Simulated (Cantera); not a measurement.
Source: NASA polynomial tables (part measured, part estimated), evaluated in Cantera. Values are per mole of reaction as written; species without (g) are pure solids or liquids, kept so even where they would boil at 1 bar.

H2O(g) + V2O5 → 2 OH(g) + V2O4

```json
[
 {"T (K)": "300", "ΔH° (kJ)": "444.0", "ΔS° (J/K)": "151.7", "ΔG° (kJ)": "398.5", "log10 K": "-69.38", "condensed phases": "V2O5(s), V2O4(s)"},
 {"T (K)": "2448", "ΔH° (kJ)": "?", "ΔS° (J/K)": "?", "ΔG° (kJ)": "?", "log10 K": "?", "condensed phases": "V2O5(l), V2O4(l)"},
 {"T (K)": "2498", "ΔH° (kJ)": "?", "ΔS° (J/K)": "?", "ΔG° (kJ)": "?", "log10 K": "?", "condensed phases": "V2O5(l), V2O4(l)"},
 {"T (K)": "2548", "ΔH° (kJ)": "?", "ΔS° (J/K)": "?", "ΔG° (kJ)": "?", "log10 K": "?", "condensed phases": "V2O5(l), V2O4(l)"},
 {"T (K)": "2598", "ΔH° (kJ)": "531.4", "ΔS° (J/K)": "188.6", "ΔG° (kJ)": "41.3", "log10 K": "-0.83", "condensed phases": "V2O5(l), V2O4(l)"},
 {"T (K)": "2648", "ΔH° (kJ)": "533.4", "ΔS° (J/K)": "189.4", "ΔG° (kJ)": "31.9", "log10 K": "-0.63", "condensed phases": "V2O5(l), V2O4(l)"},
 {"T (K)": "2698", "ΔH° (kJ)": "?", "ΔS° (J/K)": "?", "ΔG° (kJ)": "?", "log10 K": "?", "condensed phases": "V2O5(l), V2O4(l)"}
]
```

Task: Fill in the missing entries.

Result: 
- 2448, ΔH° (kJ): 525.4
- 2448, ΔS° (J/K): 186.2
- 2448, ΔG° (kJ): 69.5
- 2448, log10 K: -1.48
- 2498, ΔH° (kJ): 527.4
- 2498, ΔS° (J/K): 187.0
- 2498, ΔG° (kJ): 60.1
- 2498, log10 K: -1.26
- 2548, ΔH° (kJ): 529.4
- 2548, ΔS° (J/K): 187.8
- 2548, ΔG° (kJ): 50.8
- 2548, log10 K: -1.04
- 2698, ΔH° (kJ): 535.3
- 2698, ΔS° (J/K): 190.1
- 2698, ΔG° (kJ): 22.4
- 2698, log10 K: -0.43
